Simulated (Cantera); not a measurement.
An isothermal, constant-pressure homogeneous reactor starts with 15.8 % N2O, 0.584 % H2, 83.6 % N2, at 1050 K and 760 Torr.

Model: GRI-Mech 3.0 (53 species, 325 reactions), integrated in Cantera. GRI-Mech 3.0 was tuned for natural gas; its chemistry of N2O as a main component is partial and can be far from experiment. The mechanism lacks the step 2 NO + O2 → 2 NO2, which can matter for NO2 below about 1400 K. The temperature is held fixed by assumption; the heat of reaction is taken as removed at once.

x: mole fraction; the columns are a selection and need not sum to one.

| t (s) | x N2O | x H2 | x O2 | x H2O2 | x HO2 |
|---|---|---|---|---|---|
| 7.00e-6 | 0.158 | 0.00584 | 5.84e-10 | <1e-12 | <1e-12 |
| 3.33e-5 | 0.158 | 0.00584 | 1.01e-8 | <1e-12 | 2.23e-11 |
| 0.000159 | 0.158 | 0.00584 | 9.80e-8 | <1e-12 | 1.15e-9 |
| 0.000756 | 0.158 | 0.00582 | 5.53e-7 | 1.25e-10 | 2.71e-8 |
| 0.00360 | 0.157 | 0.00543 | 3.13e-6 | 4.88e-9 | 9.97e-8 |
| 0.0171 | 0.155 | 0.00265 | 2.15e-5 | 2.09e-8 | 1.54e-7 |
| 0.0817 | 0.152 | 0.000206 | 0.000125 | 7.16e-9 | 1.58e-7 |
| 0.389 | 0.150 | [?] | [?] | [?] | [?] |
| 1.85 | 0.145 | 2.48e-9 | 0.00298 | 3.17e-9 | 3.59e-8 |
| 8.82 | [?] | [?] | [?] | 3.33e-9 | [?] |
| 42.0 | 0.0624 | 7.84e-10 | 0.0399 | 2.19e-9 | 3.99e-9 |
| 200 | 0.00608 | 1.12e-10 | 0.0655 | 3.47e-10 | 1.09e-9 |

Question: Fill in the missing entries.

Answer: 
- 0.389, x H2: 7.06e-7
- 0.389, x O2: 0.000631
- 0.389, x H2O2: 2.66e-9
- 0.389, x HO2: 8.39e-8
- 8.82, x N2O: 0.123
- 8.82, x H2: 1.68e-9
- 8.82, x O2: 0.0128
- 8.82, x HO2: 1.14e-8
